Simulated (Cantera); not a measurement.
Charge: 1 mol B2H6, 4.2 mol N2, held at 0.000520 bar.

Method: chemical equilibrium by Gibbs-energy minimisation in Cantera with the NASA 1993 tables (ideal gas, pure condensed phases). Candidate condensed phases: B, BN; 15 gas species. The feed counts by its element totals alone. N2 is the only nitrogen source here; it is nearly inert below about 1500 K, so the nitride shown seldom forms there in practice. The numbers say what is thermodynamically allowed, not how fast it happens.

Which condensed phases are stable at each of these points (T (K)): 1425, 1475, 1525, 1575, 1625, 1675, 1725, 1775, 1825, 1875, 1925, 1975, 2025, 2075?


```
T (K)  condensed phases  B condensed (%)
-----  ----------------  ---------------
1425              BN(s)            100.0
1475              BN(s)            100.0
1525              BN(s)            100.0
1575              BN(s)            100.0
1625              BN(s)            100.0
1675              BN(s)            100.0
1725              BN(s)            100.0
1775              BN(s)            100.0
1825              BN(s)            100.0
1875              BN(s)            100.0
1925              BN(s)            100.0
1975              BN(s)             99.9
2025              BN(s)             99.8
2075               B(s)             99.6
```

From 1425 K to 2025 K the condensed part is BN(s). At 2075 K the condensed part is B(s).
